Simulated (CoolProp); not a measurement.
Computed with CoolProp (reference Helmholtz-energy equation of state, Lemmon 2006). It is a short technical equation, of lower accuracy than the large ones.

**Question.** Give the vapour pressure (MPa), liquid density (kg/m³), vapour Z, surface tension (mN/m) of saturated R141b at 51.75, 88.85 °C.

**Answer.** 
| T (°C) | p (MPa) | liquid density (kg/m³) | vapour Z | surface tension (mN/m) |
|---|---|---|---|---|
| 51.75 | 0.193 | 1180 | 0.940 | 14.9 |
| 88.85 | 0.524 | 1100 | 0.883 | 10.7 |

Surface tension comes from a separate correlation (Mulero 2012).
